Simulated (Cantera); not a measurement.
Cantera run:

```python
import numpy as np
import cantera as ct

gas_names = """
    Fe FeO Fe(OH)2 H HO2 H2 H2O H2O2 O OH O2 O3
""".split()
cond_names = """
    Fe(a) Fe(c) Fe(d) Fe(L) FeO(s) FeO(L) Fe(OH)2(s) Fe(OH)3(s) Fe2O3(s) Fe3O4(s) H2O(s) H2O(L)
""".split()


# ... load() reads the species with a 1 bar reference pressure and builds the phases ...
atoms = {
    'Fe2O3': {'Fe': 2, 'O': 3},
    'H2': {'H': 2},
    'H2O': {'H': 2, 'O': 1},
}
top_T = {'Fe2O3(s)': 1830, 'Fe3O4(s)': 1870}  # K; cautious upper limits of use, not melting points


# ... equilibrate(T, P, feed) seeds the gas with the atoms and calls Mixture.equilibrate('TP', solver="vcs", rtol=1e-11, max_steps=5000) ...
results = []
feed = {'Fe2O3': 1, 'H2': 240, 'H2O': 0.13}  # mol
P = 10000  # Pa
for T in [975, 1025, 1075, 1125, 1175, 1225, 1275, 1325, 1375, 1425, 1475, 1525, 1575, 1625]:
    mix = equilibrate(T, P, feed)
    results.append((T, P, feed, dict(zip(mix.species_names, mix.species_moles))))
    x = sorted(zip(gas.X, gas.species_names), reverse=True)
    print(f"T = {T:g} K  P = {P:g} Pa  gas = {mix.phase_moles(0):.4g} mol")
    print("   x: " + "  ".join(f"{s} {v:.3e}" for v, s in x if v > 0.0001))
    print("   condensed (mol): " + ("  ".join(f"{mix.phase(i).name} {mix.phase_moles(i):.4g}"
          for i in range(1, mix.n_phases) if mix.phase_moles(i) > 1e-12) or "none"))
```

Output:

```
T = 975 K  P = 10000 Pa  gas = 240.1 mol
   x: H2 9.870e-01  H2O 1.303e-02
   condensed (mol): Fe(a) 2
T = 1025 K  P = 10000 Pa  gas = 240.1 mol
   x: H2 9.870e-01  H2O 1.303e-02
   condensed (mol): Fe(a) 2
T = 1075 K  P = 10000 Pa  gas = 240.1 mol
   x: H2 9.870e-01  H2O 1.303e-02
   condensed (mol): Fe(a) 2
T = 1125 K  P = 10000 Pa  gas = 240.1 mol
   x: H2 9.870e-01  H2O 1.303e-02
   condensed (mol): Fe(a) 2
T = 1175 K  P = 10000 Pa  gas = 240.1 mol
   x: H2 9.870e-01  H2O 1.303e-02
   condensed (mol): Fe(a) 2
T = 1225 K  P = 10000 Pa  gas = 240.1 mol
   x: H2 9.870e-01  H2O 1.303e-02
   condensed (mol): Fe(c) 2
T = 1275 K  P = 10000 Pa  gas = 240.1 mol
   x: H2 9.870e-01  H2O 1.303e-02
   condensed (mol): Fe(c) 2
T = 1325 K  P = 10000 Pa  gas = 240.1 mol
   x: H2 9.870e-01  H2O 1.303e-02
   condensed (mol): Fe(c) 2
T = 1375 K  P = 10000 Pa  gas = 240.1 mol
   x: H2 9.870e-01  H2O 1.303e-02
   condensed (mol): Fe(c) 2
T = 1425 K  P = 10000 Pa  gas = 240.1 mol
   x: H2 9.869e-01  H2O 1.303e-02
   condensed (mol): Fe(c) 2
T = 1475 K  P = 10000 Pa  gas = 240.1 mol
   x: H2 9.869e-01  H2O 1.303e-02
   condensed (mol): Fe(c) 2
T = 1525 K  P = 10000 Pa  gas = 240.1 mol
   x: H2 9.869e-01  H2O 1.303e-02
   condensed (mol): Fe(c) 1.999
T = 1575 K  P = 10000 Pa  gas = 240.1 mol
   x: H2 9.868e-01  H2O 1.303e-02  H 1.305e-04
   condensed (mol): Fe(c) 1.998
T = 1625 K  P = 10000 Pa  gas = 240.2 mol
   x: H2 9.867e-01  H2O 1.303e-02  H 2.216e-04
   condensed (mol): Fe(c) 1.996
```

These are equilibrium values from Cantera (NASA tables, ideal gas, pure condensed phases), not measurements of a reactor.
